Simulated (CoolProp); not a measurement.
Computed with CoolProp (reference Helmholtz-energy equation of state, Thol 2019).

### Question
For n-hexane, give the phase and the density (kg/m³), cp (kJ/(kg K)), speed of sound (m/s), Joule-Thomson coefficient (K/MPa) at 309.4 K and 124 bar.

### Answer
- 309.4 K and 124 bar: liquid; density 658, cp 2.29, speed of sound 1130, Joule-Thomson coefficient -0.406
